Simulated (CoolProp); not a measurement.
Vapour-liquid equilibrium of CH2F2 (R32) (1) + R123 (2) at 223.3 K; x and y are mole fractions of (1).

Computed with CoolProp (multi-fluid Helmholtz-energy mixture model, Tillner-Roth 1997 and Younglove 1994; pair parameters Bell 2016).

Question: Give the bubble pressure and the first vapour's composition at x = 0.05, 0.25, 0.65. Is there an azeotrope?

Answer: x = 0.05: 0.1183 bar, y = 0.855; x = 0.25: 0.4579 bar, y = 0.968; x = 0.65: 0.8266 bar, y = 0.988. No azeotrope shows between x = 0.05 and 0.95.

Pair parameters are fitted to limited data, so mixtures are less certain than the pure fluids. With so large a gap from Raoult's law the liquid may split in two, which this calculation doesn't test in full.
